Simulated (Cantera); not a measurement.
A closed system holds: 1 mol Fe2O3, 0.11 mol O2, equilibrated at 825 K and 1330 Pa.

Method: chemical equilibrium by Gibbs-energy minimisation in Cantera with the NASA 1993 tables (ideal gas, pure condensed phases). Candidate condensed phases: Fe, FeO, Fe2O3, Fe3O4; 5 gas species. Equilibrium is a limit: real reactors are often held back by kinetics, nucleation or transport.

Base state: O2 1.00 (mole fractions); condensed: Fe2O3(s).

Question: What changes in the equilibrium state with this change: Fe2O3 replaced by MgCO3?

Answer: 
```tsv
species	before	after
CO2	0	0.901
O2	1.00	0.0991
Fe2O3(s), mol	1.00	0
MgO(s), mol	0	1.00
```
Further candidate phases: C, Mg, MgCO3, MgO.
